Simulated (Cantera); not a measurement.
What does this Cantera script print?

```python
import numpy as np
import cantera as ct

gas_names = """
    C CN CO CO2 C2 CCN CNC C2N2 C2O C3 C3O2 C4 C4N2 C5 Fe FeC5O5 FeO N NCO NO NO2 NO3 N2 N2O O O2 O3
""".split()
cond_names = """
    C(gr) Fe(a) Fe(c) Fe(d) Fe(L) FeC5O5(L) FeO(s) FeO(L) Fe2O3(s) Fe3O4(s)
""".split()


def load(file, names, dense=False):
    # The tables refer to 1 bar. Condensed volumes are neglected.
    table = {s.name: s for s in ct.Species.list_from_file(file)}
    out = []
    for n in names:
        d = dict(table[n].input_data)
        d["thermo"] = dict(d["thermo"], **{"reference-pressure": 1e5})
        if dense:
            d["equation-of-state"] = {"model": "constant-volume", "density": "1e6 g/cm^3"}
        out.append(ct.Species.from_dict(d))
    return out


gas = ct.Solution(thermo="ideal-gas", species=load("nasa_gas.yaml", gas_names))
cond = {s.name: ct.Solution(thermo="fixed-stoichiometry", species=[s], name=s.name)
        for s in load("nasa_condensed.yaml", cond_names, dense=True)}
atoms = {
    'Fe3O4': {'Fe': 3, 'O': 4},
    'C': {'C': 1},
    'N2': {'N': 2},
}
top_T = {'C(gr)': 4500, 'Fe2O3(s)': 1830, 'Fe3O4(s)': 1870}  # K; cautious upper limits of use, not melting points


def equilibrate(T, P, feed):
    n = {}
    for name, mol in feed.items():
        for a, k in atoms[name].items():
            n[a] = n.get(a, 0.0) + k * mol
    gas.TPX = T, P, n
    mass = sum(n.values()) * gas.mean_molecular_weight
    gas.equilibrate("TP")
    valid = [c for c in cond.values() if c.min_temp <= T <= top_T.get(c.name, c.max_temp)]
    mix = ct.Mixture([(gas, mass / gas.mean_molecular_weight)] + [(c, 0.0) for c in valid])
    mix.T, mix.P = T, P
    mix.equilibrate("TP", solver="vcs", rtol=1e-11, max_steps=5000)
    return mix


results = []
T = 1750  # K
P = 230000  # Pa
for m in [0.31, 0.42, 0.57, 0.76, 1, 1.4, 1.9, 2.5]:
    feed = {'Fe3O4': 1, 'C': m, 'N2': 0.24}  # mol
    mix = equilibrate(T, P, feed)
    results.append((T, P, feed, dict(zip(mix.species_names, mix.species_moles))))

top = {s: max(r[3][s] / sum(r[3][g] for g in gas_names) for r in results) for s in gas_names}
cols = sorted((s for s in top if top[s] > 0.001), key=lambda s: -top[s])[:9]
seen = [c for c in cond_names if any(r[3].get(c, 0) > 1e-12 for r in results)]
print("log10 of partial pressures in bar; condensed amounts in mol")
print(f"{'n(C)':>10s}" + "".join(f"{s[:9]:>10s}" for s in cols + seen))
for T, P, feed, n in results:
    ng = sum(n[g] for g in gas_names)
    print(f"{feed['C']:10.4g}" + "".join(f"{np.log10(max(n[s] / ng * P / 1e5, 1e-99)):10.3f}" for s in cols)
          + "".join(f"{n.get(c, 0):10.4g}" for c in seen))
```

Output:

```
log10 of partial pressures in bar; condensed amounts in mol
      n(C)        CO       CO2        N2     Fe(d)    FeO(L)  Fe3O4(s)
      0.31    -1.364     0.098     0.002         0     1.829    0.3903
      0.42    -1.311     0.151    -0.078         0     2.478     0.174
      0.57    -0.401     0.087    -0.167         0         3         0
      0.76     0.078    -0.258    -0.258         0         3         0
         1     0.216    -0.678    -0.351    0.1132     2.887         0
       1.4     0.241    -0.653    -0.473    0.5585     2.442         0
       1.9     0.258    -0.636    -0.588     1.115     1.885         0
       2.5     0.270    -0.624    -0.696     1.783     1.217         0
```

Method: chemical equilibrium by Gibbs-energy minimisation in Cantera with the NASA 1993 tables (ideal gas, pure condensed phases). Mutual solubility and eutectic melting of coexisting phases are not modelled. The tables' stoichiometric FeO is somewhat more stable than real wüstite, so its field is too wide. FeO: taken at fixed stoichiometry.
